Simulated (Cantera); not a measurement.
Charge: 1 mol Mg(OH)2, 2.6 mol H2O, equilibrated at 91.0 mbar.

Cantera equilibrium calculation (NASA polynomials, part measured and part estimated; ideal gas, pure solids and liquids). Candidate condensed phases: H2O, Mg, MgO, Mg(OH)2; 15 gas species. Rates play no part. All values below are at 1727 °C.

Base state: H2O 0.976, H2 0.0128, O2 0.00532, OH 0.00464, H 0.000610, O 0.000162, Mg(OH)2 3.84e-5 (mole fractions); condensed: MgO(s).

Q: What changes in the equilibrium state with this change: Mg(OH)2 replaced by CaCO3?

A: 
| species | before | after |
|---|---|---|
| H2O | 0.976 | 0.704 |
| CO2 | 0 | 0.262 |
| CO | 0 | 0.0123 |
| H2 | 0.0128 | 0.00723 |
| Mg(OH)2 | 3.84e-5 | 0 |
| Ca(OH)2 | 0 | 7.19e-5 |
| O2 | 0.00532 | 0.00868 |
| H | 0.000610 | 0.000458 |
| O | 0.000162 | 0.000207 |
| MgO(s), mol | 1.000 | 0 |
| CaO(s), mol | 0 | 1.000 |
Further candidate phases: C, C6H6, C7H8, C8H18, Ca, CaCO3, CaO, Ca(OH)2.
